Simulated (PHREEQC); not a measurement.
Make-up at 59 °C: 0.0032 mol Cu(BF4)2 and 0.059 mol KCl per kg of water. Closed to the air; pH follows from the charge balance.

Computed with PHREEQC (ion-association model, wateq4f.dat).

This is a speciation only: nothing precipitates in the calculation.

### Question
Order these Cu species by the share of Cu that they hold, largest first: Cu+2, CuF+, CuCl+, CuCl2.

### Answer
Cu+2 (75 %), CuCl+ (22 %), CuF+ (2.0 %), CuCl2 (0.58 %)

The pH is 3.04 and the ionic strength 0.0681 mol/kgw. Away from 25 °C the constants follow the database's enthalpies or fits; those with neither stay at their 25 °C values. Real BF4- forms and hydrolyses slowly; the run takes it at equilibrium.
